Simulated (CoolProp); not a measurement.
Computed with CoolProp (reference Helmholtz-energy equation of state, Lemmon 2006). It is a short technical equation, of lower accuracy than the large ones.

Question: For neopentane, give the phase and the density (kg/m³), Joule-Thomson coefficient (K/MPa) at 267 K and 1.5 MPa.

Answer: 
- 267 K and 1.5 MPa: liquid; density 619, Joule-Thomson coefficient -0.432
